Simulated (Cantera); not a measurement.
A closed system holds: 1 mol BF₃, 8.4 mol O₂, 11 mol N₂, held at 22.0 mbar.

These are equilibrium values from Cantera (NASA tables, ideal gas, pure condensed phases), not measurements of a reactor. Candidate condensed phases: B, BN, B₂O₃; 31 gas species. The numbers say what is thermodynamically allowed, not how fast it happens.

### Question
At 1475 K, list the 6 most abundant gas species with their mole fractions, and the condensed phases.

### Answer
N₂ 0.539, O₂ 0.411, BF₃ 0.0490, NO 0.00125, F 4.71e-5, BOF 2.28e-5. Condensed: gas only.
